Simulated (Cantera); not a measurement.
Charge: 1 mol SiCl4, 46 mol NH3, 2.9 mol H2, 60 mol N2, at 13.3 mbar.

Method: chemical equilibrium by Gibbs-energy minimisation in Cantera with the NASA 1993 tables (ideal gas, pure condensed phases). Candidate condensed phases: NH4Cl, Si, Si3N4; 28 gas species. Equilibrium is a limit: real reactors are often held back by kinetics, nucleation or transport.

Over these rows the condensed part is Si3N4(s). Partial pressures as log10 of bar:

```csv
T (K),1000/T (1/K),log p Si,log p N2,log p H2,log p HCl
1500,0.6667,-9.43,-2.15,-2.22,-3.47
1550,0.6452,-8.65,-2.15,-2.22,-3.48
1600,0.6250,-7.92,-2.15,-2.22,-3.49
1650,0.6061,-7.24,-2.15,-2.22,-3.50
1700,0.5882,?,-2.15,-2.22,-3.52
1750,0.5714,-6.00,-2.15,-2.22,-3.55
```

Problem. Fit log p(Si) = a + b·(1000/T) to the five rows, give the apparent enthalpy, and predict the row at 1700 K.

Solution. Means: 1000/T = 0.6229, log p = -7.848. Sxy = -0.192714, Sxx = 0.0053546, so b = -35.99 and a = -7.848 − (-35.99)×0.6229 = 14.57.
Apparent enthalpy: −19.145 × (-35.99) = 689 kJ/mol. With the condensed phases at unit activity, 1/3 Si3N4(s) = Si(g) + 2/3 N2(g) links this pressure to the main gases: over the six rows their terms move log p by +0.00 in all, so the slope is close to that reaction's ΔH°. The five rows lie within 0.01 of the line.
Prediction at 1700 K: 14.57 + (-35.99)×0.5882 = -6.60. The computed value is -6.60, 0.00 from the line.
